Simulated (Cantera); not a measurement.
# V2O5 + H2 + N2 (hydrogen reduction and annealing atmospheres)

Input: 1 mol V2O5, 1900 mol H2, 1.7 mol N2, at 8.60 mbar.

Method: chemical equilibrium by Gibbs-energy minimisation in Cantera with the NASA 1993 tables (ideal gas, pure condensed phases). Candidate condensed phases: H2O, V, VN, VO, V2O3, V2O4, V2O5; 28 gas species. VO: taken at fixed stoichiometry. Condensed phases not in the tables: the oxides between V2O3 and V2O5 other than VO2. The numbers say what is thermodynamically allowed, not how fast it happens.

```csv
T (K),x H2,x H,x H2O,x N2,x VO,x VO2,n V2O3(s),n VO(s)
848,0.998,2.05e-10,0.00105,0.000894,<1e-12,<1e-12,1.00,0
998,0.998,2.32e-8,0.00105,0.000894,<1e-12,<1e-12,1.00,0
1148,0.998,7.72e-7,0.00105,0.000894,<1e-12,<1e-12,1.00,0
1298,0.998,1.15e-5,0.00105,0.000894,7.59e-12,6.18e-11,1.00,0
1448,0.997,9.93e-5,0.00158,0.000894,1.33e-9,5.74e-9,0,2.00
1598,0.997,0.000573,0.00158,0.000894,8.38e-8,1.55e-7,0,2.00
1748,0.995,0.00246,0.00157,0.000893,2.51e-6,2.32e-6,0,1.99
1898,0.989,0.00838,0.00155,0.000890,4.26e-5,2.19e-5,0,1.86
2048,0.973,0.0238,0.00155,0.000883,0.000466,0.000148,0,0.541
```
x: gas mole fraction; n: condensed amount in mol.

From 848 K to 1298 K the condensed part is V2O3(s). From 1448 K to 2048 K the condensed part is VO(s).
